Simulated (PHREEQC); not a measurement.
Solution (25 °C): 0.25 mol KOH, 0.048 mol NaAlO2 and 0.17 mol K2CO3 per kg of water. Closed to the air; pH follows from the charge balance.

Model: ion-association model, phreeqc.dat, run in PHREEQC.

This is a speciation only: nothing precipitates in the calculation.

Q: What pH, ionic strength, density does the model give?

A: pH 13.18; ionic strength 0.774 mol/kgw; density 1.035 g/cm³.

Q: In which forms is Na present?

A: Na+ 65 %, NaCO3- 35 % of the Na.

Caution: at this ionic strength the ion-association model is outside its range; a Pitzer model would be the better tool where its parameters exist. Species that the database lacks are ignored.
